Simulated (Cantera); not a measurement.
**Ammonia decomposition in nitride growth gas**

A perfectly stirred reactor is fed with 7.69 % NH3, 92.3 % H2, at 2670 Pa; it is held at 1800 K, and followed from long to short residence time.

Detailed kinetics in Cantera: the gas-phase N/H chemistry of the illustrative SiF4/NH3 mechanism in the Surface Chemkin manual (1991). Walls and surfaces, which speed up NH3 decomposition in real reactors, are not modelled.

```
τ (s)     x NH3   x H2    x N2H2       x N    x N2H4
-------  ------  -----  --------  --------  --------
22       0.0288  0.948   4.59e-8   2.00e-7  1.83e-10
5.9      0.0525  0.936   9.38e-8   2.01e-7  4.12e-10
1.5      0.0689  0.927   1.25e-7   1.92e-7  5.75e-10
0.40     0.0749  0.924   1.15e-7   1.53e-7  5.54e-10
0.11     0.0766  0.923   5.22e-8   5.75e-8  2.96e-10
0.028    0.0769  0.923   3.88e-9   2.13e-9  3.29e-11
0.0073   0.0769  0.923  2.12e-10  3.88e-11  2.28e-12
0.0019   0.0769  0.923  1.31e-11    <1e-12    <1e-12
0.00050  0.0769  0.923    <1e-12    <1e-12    <1e-12
0.00013  0.0769  0.923    <1e-12    <1e-12    <1e-12
```
x: mole fraction; the columns are a selection and need not sum to one.
